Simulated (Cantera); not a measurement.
Adiabatic ignition

An adiabatic, constant-pressure homogeneous reactor starts with CH₄ : O₂ : N₂ = 1 : 1.82 : 6.84 (molar parts), equivalence ratio 1.1, at 1650 K and 170000 Pa.

Detailed kinetics in Cantera: GRI-Mech 3.0 (53 species, 325 reactions).

```
t (s)     T (K)   x CH₄    x O₂    x CH₂O     x N₂O    x HO₂     x CH₃     x OH
--------  -----  ------  ------  --------  --------  -------  --------  -------
1.00e-6    1650   0.104   0.188   2.04e-8  1.88e-12  6.79e-7   2.46e-6  7.82e-8
3.16e-6    1650   0.104   0.188   2.49e-7  1.19e-11  2.08e-6   8.78e-6  1.11e-7
1.00e-5    1650   0.103   0.188   3.05e-6  9.07e-11  5.84e-6   3.23e-5  2.36e-7
3.16e-5    1650   0.103   0.188   4.38e-5  6.59e-10  1.24e-5  0.000142  8.07e-7
0.000100   1654   0.101   0.187  0.000720   4.63e-9  3.51e-5  0.000692  5.48e-6
0.000316   2828  <1e-12  0.0163  8.99e-10   4.60e-7  6.30e-6    <1e-12   0.0222
0.00100    2848  <1e-12  0.0138  9.62e-10   5.66e-7  5.80e-6    <1e-12   0.0206
0.00316    2845  <1e-12  0.0132  9.76e-10   6.05e-7  5.55e-6    <1e-12   0.0202
0.0100     2844  <1e-12  0.0132  9.76e-10   6.05e-7  5.55e-6    <1e-12   0.0202
0.0316     2844  <1e-12  0.0132  9.76e-10   6.05e-7  5.55e-6    <1e-12   0.0202
0.100      2844  <1e-12  0.0132  9.76e-10   6.05e-7  5.55e-6    <1e-12   0.0202
0.316      2844  <1e-12  0.0132  9.76e-10   6.05e-7  5.55e-6    <1e-12   0.0202
1.00       2844  <1e-12  0.0132  9.76e-10   6.05e-7  5.55e-6    <1e-12   0.0202
```
x: mole fraction; the columns are a selection and need not sum to one.

```yaml
time_of_steepest_temperature_rise: 0.210 ms
temperature at 1.00 s: 2844 K
equilibrium_temperature: 2844 K
x(CH₄) at 1.00 s: <1e-12 (gas-phase equilibrium <1e-12)
x(O₂) at 1.00 s: 0.0132 (gas-phase equilibrium 0.0132)
x(CH₂O) at 1.00 s: 9.76e-10 (gas-phase equilibrium 9.76e-10)
```
